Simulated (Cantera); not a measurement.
An adiabatic, constant-pressure homogeneous reactor starts with H₂ : O₂ : N₂ = 1 : 1.06 : 4 (molar parts), equivalence ratio 0.47, at 1200 K and 10.0 bar.

Detailed kinetics in Cantera: the H2/O2 subset of GRI-Mech 3.0, which has no nitrogen chemistry. The hydrogen kinetics of GRI-Mech 3.0 are dated; newer H2 mechanisms differ, most at raised pressure.

Question: Predict: time of steepest temperature rise; temperature at 0.200 s; equilibrium temperature; x(H₂) at 0.200 s; x(O₂) at 0.200 s; x(O) at 0.200 s; x(H₂O) at 0.200 s; x(HO₂) at 0.200 s; x(H₂O₂) at 0.200 s.

Answer: 
- time of steepest temperature rise: 71.0 µs
- temperature at 0.200 s: 2344 K
- equilibrium temperature: 2344 K
- x(H₂) at 0.200 s: 0.000473 (gas-phase equilibrium 0.000473)
- x(O₂) at 0.200 s: 0.0991 (gas-phase equilibrium 0.0991)
- x(O) at 0.200 s: 0.000638 (gas-phase equilibrium 0.000638)
- x(H₂O) at 0.200 s: 0.176 (gas-phase equilibrium 0.176)
- x(HO₂) at 0.200 s: 1.25e-5 (gas-phase equilibrium 1.25e-5)
- x(H₂O₂) at 0.200 s: 8.65e-7 (gas-phase equilibrium 8.65e-7)
